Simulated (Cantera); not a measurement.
Input (Python, Cantera) and output of one run.

```python
import numpy as np
import cantera as ct

gas_names = """
    H HO2 H2 H2O H2O2 O OH O2 O3 Zr ZrO ZrO2
""".split()
cond_names = """
    H2O(s) H2O(L) Zr(a) Zr(b) Zr(L) ZrO2(a) ZrO2(b) ZrO2(L)
""".split()


# ... load() reads the species with a 1 bar reference pressure and builds the phases ...
atoms = {
    'Zr': {'Zr': 1},
    'H2O': {'H': 2, 'O': 1},
    'H2': {'H': 2},
}
top_T = {}  # K; cautious upper limits of use, not melting points


# ... equilibrate(T, P, feed) seeds the gas with the atoms and calls Mixture.equilibrate('TP', solver="vcs", rtol=1e-11, max_steps=5000) ...
results = []
feed = {'Zr': 1, 'H2O': 6, 'H2': 1.8}  # mol
T = 2500  # K
for P in [0.1, 1.5, 22, 320, 4600, 68000, 1000000]:
    mix = equilibrate(T, P, feed)
    results.append((T, P, feed, dict(zip(mix.species_names, mix.species_moles))))

top = {s: max(r[3][s] / sum(r[3][g] for g in gas_names) for r in results) for s in gas_names}
cols = sorted((s for s in top if top[s] > 1e-06), key=lambda s: -top[s])[:5]
seen = [c for c in cond_names if any(r[3].get(c, 0) > 1e-12 for r in results)]
print("log10 of partial pressures in bar; condensed amounts in mol")
print(f"{'P/Pa':>10s}" + "".join(f"{s[:9]:>10s}" for s in cols + seen))
for T, P, feed, n in results:
    ng = sum(n[g] for g in gas_names)
    print(f"{P:10.4g}" + "".join(f"{np.log10(max(n[s] / ng * P / 1e5, 1e-99)):10.3f}" for s in cols)
          + "".join(f"{n.get(c, 0):10.4g}" for c in seen))
```

Output:

```
log10 of partial pressures in bar; condensed amounts in mol
      P/Pa         H       H2O        H2         O        OH   ZrO2(b)
       0.1    -6.137   -11.664    -9.075    -6.654    -9.410         0
       1.5    -4.947    -8.162    -6.694    -5.532    -7.098    0.4291
        22    -3.865    -4.994    -4.530    -4.529    -5.012    0.9751
       320    -3.084    -2.991    -2.968    -4.087    -3.790    0.9989
      4600    -2.448    -1.669    -1.697    -4.036    -3.103    0.9999
   6.8e+04    -1.846    -0.467    -0.493    -4.039    -2.504         1
     1e+06    -1.257     0.707     0.684    -4.041    -1.918         1
```

Cantera equilibrium calculation (NASA polynomials, part measured and part estimated; ideal gas, pure solids and liquids).
